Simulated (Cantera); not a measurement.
## Moist CO burnout

An isothermal, constant-pressure homogeneous reactor starts with 1.88 % CO, 8.75 % O2, 0.0732 % H2O, 89.3 % N2, at 1075 K and 2.27 atm.

Computed with Cantera and GRI-Mech 3.0 (53 species, 325 reactions).

| t (s) | x CO | x O2 | x H2O | x H2 | x H2O2 | x O | x H |
|---|---|---|---|---|---|---|---|
| 0.000400 | 0.0188 | 0.0875 | 0.000732 | <1e-12 | <1e-12 | 6.29e-9 | 6.47e-12 |
| 0.000970 | 0.0188 | 0.0875 | 0.000732 | <1e-12 | <1e-12 | 1.13e-8 | 1.60e-11 |
| 0.00235 | 0.0188 | 0.0875 | 0.000732 | 5.55e-12 | <1e-12 | 1.68e-8 | 4.09e-11 |
| 0.00570 | 0.0188 | 0.0875 | 0.000732 | 3.90e-11 | 1.37e-11 | 2.66e-8 | 1.22e-10 |
| 0.0138 | 0.0188 | 0.0875 | 0.000732 | 4.38e-10 | 3.65e-10 | 7.50e-8 | 5.54e-10 |
| 0.0335 | 0.0187 | 0.0875 | 0.000732 | 3.06e-8 | 4.09e-8 | 6.30e-7 | 6.95e-9 |
| 0.0812 | 0.0181 | 0.0872 | 0.000729 | 1.31e-6 | 3.03e-7 | 1.60e-6 | 2.47e-8 |
| 0.197 | 0.0162 | 0.0863 | 0.000729 | 2.82e-6 | 3.30e-7 | 1.65e-6 | 2.51e-8 |
| 0.478 | 0.0123 | 0.0845 | 0.000730 | 2.50e-6 | 2.83e-7 | 1.48e-6 | 1.99e-8 |
| 1.16 | 0.00647 | 0.0819 | 0.000734 | 1.33e-6 | 1.76e-7 | 1.10e-6 | 1.06e-8 |
| 2.81 | 0.00169 | 0.0797 | 0.000738 | 3.16e-7 | 5.34e-8 | 5.24e-7 | 2.63e-9 |
| 6.81 | 0.000150 | 0.0789 | 0.000739 | 1.84e-8 | 3.85e-9 | 1.05e-7 | 1.92e-10 |
| 16.5 | 2.78e-6 | 0.0789 | 0.000739 | 2.02e-10 | 2.30e-11 | 5.49e-9 | 3.47e-12 |
| 40.0 | 3.77e-10 | 0.0789 | 0.000739 | 3.79e-12 | 1.12e-11 | 1.35e-9 | <1e-12 |
x: mole fraction; the columns are a selection and need not sum to one.

Equilibrium at this temperature and pressure: CO 2.92e-11, O2 0.0789, H2O 0.000739, H2 1.22e-12, H2O2 2.17e-12, O 2.44e-10, H <1e-12 (gas phase only).
